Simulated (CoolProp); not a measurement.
Properties of tetrahydrofuran at several states (Tc = 540.2 K, pc = 5.304 MPa, ω = 0.234).

Values from CoolProp's reference Helmholtz-energy equation of state, Fiedler 2023.

```
T (K)  p (MPa)   phase  cv (kJ/(kg K))  expansivity (1/kK)  fugacity coefficient
-----  -------  ------  --------------  ------------------  --------------------
174.2    0.171  liquid           1.017               1.055              4.180e-6
311.8   0.0624  liquid           1.241               1.291                0.6043
312.9     7.55  liquid           1.248               1.227              0.006619
```
